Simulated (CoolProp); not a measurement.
C3F8 (R218) at several states: density (kg/m³) from the reference equation and from simpler models built on Tc = 71.9 °C, pc = 2640 kPa, ω = 0.317; each cubic takes its own stable root.

Values from CoolProp's reference Helmholtz-energy equation of state, Lemmon 2006. It is a short technical equation, of lower accuracy than the large ones.

```csv
T (°C),p (kPa),phase,reference
-68.25,74.2,liquid,1729
63.55,13.5,gas,0.9083
-82.15,3340,liquid,1787
```

**Question.** How far does each simpler model (van der Waals, Redlich-Kwong, Peng-Robinson) lie from the reference over these 3 states: mean and median of the absolute difference, and the worst?

**Answer.** 
- van der Waals: mean 45.6 %, median 37.2 %, worst -99.5 % at -68.25 °C and 74.2 kPa
- Redlich-Kwong: mean 5.6 %, median 8.0 %, worst -8.7 % at -68.25 °C and 74.2 kPa
- Peng-Robinson: mean 4.5 %, median 6.7 %, worst +6.9 % at -68.25 °C and 74.2 kPa

At some of these states van der Waals gives the other phase, because its saturation line lies elsewhere.
